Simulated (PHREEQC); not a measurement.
Make-up at 69 °C: 69 mmol/kgw HF, 11 mmol/kgw NH4F and 0.17 mmol/kgw H4SiO4. Closed to the air; pH follows from the charge balance.

Model: ion-association model, phreeqc.dat, run in PHREEQC.

### Question
The ionic strength comes out as 0.0134 mol/kgw. What activity coefficients do SiF6-2, HF2-, NH4+, H+, F- get?

### Answer
SiF6-2 0.61, HF2- 0.88, NH4+ 0.87, H+ 0.90, F- 0.88.

Precipitation was switched off in this run. Complexes and solids missing from the database can't appear. Away from 25 °C the constants follow the database's enthalpies or fits; those with neither stay at their 25 °C values. SiF6-2 is the database's only silicon fluoride.
